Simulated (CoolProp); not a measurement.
Vapour-liquid equilibrium of toluene (1) + n-octane (2) at 108 kPa; x and y are mole fractions of (1).

The numbers come from the multi-fluid Helmholtz-energy mixture model, Lemmon 2006 and Beckmüller 2019; pair parameters Bell 2016 in CoolProp.

| x | bubble temperature, mixture model (°C) | bubble temperature, Raoult's law (°C) | y, mixture model | y, Raoult's law |
|---|---|---|---|---|
| 0.05 | 126.4 | 127.1 | 0.087 | 0.073 |
| 0.15 | 123.7 | 125.3 | 0.237 | 0.210 |
| 0.25 | 121.4 | 123.6 | 0.362 | 0.335 |
| 0.35 | 119.4 | 122.0 | 0.468 | 0.449 |
| 0.45 | 117.8 | 120.5 | 0.561 | 0.554 |
| 0.55 | 116.4 | 119.0 | 0.644 | 0.651 |
| 0.65 | 115.3 | 117.5 | 0.722 | 0.739 |
| 0.75 | 114.4 | 116.1 | 0.798 | 0.821 |
| 0.85 | 113.6 | 114.8 | 0.874 | 0.897 |
| 0.95 | 113.1 | 113.5 | 0.956 | 0.967 |

The largest gap from Raoult's law is -2.7 K in bubble temperature, at x = 0.45. No azeotrope shows between x = 0.05 and 0.95.

Pair parameters are fitted to limited data, so mixtures are less certain than the pure fluids.
